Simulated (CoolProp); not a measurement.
Vapour-liquid equilibrium of cis-2-butene (1) + ethanol (2) at 372.1 K; x and y are mole fractions of (1).

Values from CoolProp's multi-fluid Helmholtz-energy mixture model, Lemmon 2005 and Schroeder 2014; pair parameters Bell 2016.

```json
[
 {"x": "0.05", "bubble pressure, mixture model (kPa)": "408.6", "bubble pressure, Raoult's law (kPa)": "274.8", "y, mixture model": "0.475", "y, Raoult's law": "0.253"},
 {"x": "0.2", "bubble pressure, mixture model (kPa)": "859.6", "bubble pressure, Raoult's law (kPa)": "450.7", "y, mixture model": "0.764", "y, Raoult's law": "0.616"},
 {"x": "0.35", "bubble pressure, mixture model (kPa)": "1086", "bubble pressure, Raoult's law (kPa)": "626.6", "y, mixture model": "0.823", "y, Raoult's law": "0.776"},
 {"x": "0.5", "bubble pressure, mixture model (kPa)": "1174", "bubble pressure, Raoult's law (kPa)": "802.4", "y, mixture model": "0.843", "y, Raoult's law": "0.865"},
 {"x": "0.65", "bubble pressure, mixture model (kPa)": "1229", "bubble pressure, Raoult's law (kPa)": "978.3", "y, mixture model": "0.860", "y, Raoult's law": "0.923"},
 {"x": "0.8", "bubble pressure, mixture model (kPa)": "1296", "bubble pressure, Raoult's law (kPa)": "1154", "y, mixture model": "0.892", "y, Raoult's law": "0.963"},
 {"x": "0.95", "bubble pressure, mixture model (kPa)": "1371", "bubble pressure, Raoult's law (kPa)": "1330", "y, mixture model": "0.962", "y, Raoult's law": "0.992"}
]
```

The largest gap from Raoult's law is +90.7 % in bubble pressure, at x = 0.2. No azeotrope shows between x = 0.05 and 0.95.

The pair parameters rest on a limited set of measurements; away from them the model extrapolates. With so large a gap from Raoult's law the liquid may split in two, which this calculation doesn't test in full.
